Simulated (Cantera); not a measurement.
An isothermal, constant-pressure homogeneous reactor starts with NH3 : H2 = 1 : 0.25 (molar parts), at 1525 K and 21.8 Torr. Integrator tolerance rtol = 1e-08.

Detailed kinetics in Cantera: the gas-phase N/H chemistry of the illustrative SiF4/NH3 mechanism in the Surface Chemkin manual (1991). Walls and surfaces, which speed up NH3 decomposition in real reactors, are not modelled.

What does this change do: temperature 1525 to 2025 K?


```csv
quantity,before,after
x(NH3) at 200 s,0.381 (gas-phase equilibrium 5.32e-7),2.21e-7 (gas-phase equilibrium 1.77e-7)
x(H2) at 200 s,0.503 (gas-phase equilibrium 0.778),0.769 (gas-phase equilibrium 0.769)
x(N2) at 200 s,0.116 (gas-phase equilibrium 0.222),0.221 (gas-phase equilibrium 0.221)
x(NH) at 200 s,2.38e-7 (gas-phase equilibrium 2.72e-12),3.52e-9 (gas-phase equilibrium 2.81e-9)
x(NH2) at 200 s,4.81e-5 (gas-phase equilibrium 1.90e-10),8.42e-9 (gas-phase equilibrium 6.73e-9)
x(N2H2) at 200 s,2.58e-7 (gas-phase equilibrium <1e-12),<1e-12 (gas-phase equilibrium <1e-12)
```

What does this change do: pressure from 21.8 Torr to 760 Torr?


```json
[
 {"quantity": "x(NH3) at 200 s", "before": "0.381 (gas-phase equilibrium 5.32e-7)", "after": "0.0991 (gas-phase equilibrium 1.86e-5)"},
 {"quantity": "x(H2) at 200 s", "before": "0.503 (gas-phase equilibrium 0.778)", "after": "0.706 (gas-phase equilibrium 0.778)"},
 {"quantity": "x(N2) at 200 s", "before": "0.116 (gas-phase equilibrium 0.222)", "after": "0.195 (gas-phase equilibrium 0.222)"},
 {"quantity": "x(NH) at 200 s", "before": "2.38e-7 (gas-phase equilibrium 2.72e-12)", "after": "1.42e-8 (gas-phase equilibrium 2.72e-12)"},
 {"quantity": "x(NH2) at 200 s", "before": "4.81e-5 (gas-phase equilibrium 1.90e-10)", "after": "5.93e-6 (gas-phase equilibrium 1.12e-9)"},
 {"quantity": "x(N2H2) at 200 s", "before": "2.58e-7 (gas-phase equilibrium <1e-12)", "after": "3.18e-9 (gas-phase equilibrium <1e-12)"}
]
```
